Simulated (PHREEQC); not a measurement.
# Nickel, zinc or cadmium bath: an equilibrium model

Consider water at 81 °C with 0.0012 mol/kgw ZnSO4 and 0.15 mol/kgw NaCl. Closed to the air; pH follows from the charge balance.

Computed with PHREEQC (ion-association model, wateq4f.dat).

This is a speciation only: nothing precipitates in the calculation.

### Question
Estimate the pH.

### Answer
pH 5.57.

### Question
In which forms is S present?

### Answer
SO4-2 77 %, NaSO4- 22 %, ZnSO4 1.3 % of the S.

Constants without temperature data keep their 25 °C values here.
